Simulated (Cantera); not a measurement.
**Catalytic combustion on Pt**

An isothermal plug-flow reactor at 825 K and 440000 Pa (inlet), inlet velocity 0.85 m/s, active area per volume 270 1/m; feed CO : O2 : N2 = 0.0028 : 0.15 : 0.79 (molar parts), equivalence ratio 0.0093.

Detailed kinetics in Cantera: Deutschmann's 1995 Pt surface mechanism with GRI-Mech 3.0 gas chemistry. Catalytic surfaces can have several steady states; this one follows from the mechanism file's or the stated starting coverage. Mass transfer to the wall is taken as infinitely fast.

```tsv
z (m)	x CO	x O2	x H2O	x CO2	θ free Pt	θ O*
0.0001	0.00295	0.159	<1e-12	2.07e-5	0.0261	0.973
0.00018	0.00293	0.159	<1e-12	3.72e-5	0.0261	0.973
0.00032	0.00290	0.159	<1e-12	6.56e-5	0.0260	0.973
0.00058	0.00285	0.159	<1e-12	0.000117	0.0259	0.973
0.001	0.00277	0.159	<1e-12	0.000198	0.0258	0.974
0.0018	0.00263	0.159	<1e-12	0.000344	0.0255	0.974
0.0032	0.00240	0.159	<1e-12	0.000575	0.0251	0.974
0.0058	0.00203	0.159	<1e-12	0.000938	0.0245	0.975
0.01	0.00158	0.159	<1e-12	0.00139	0.0238	0.976
```
x: gas mole fraction; θ: surface coverage.
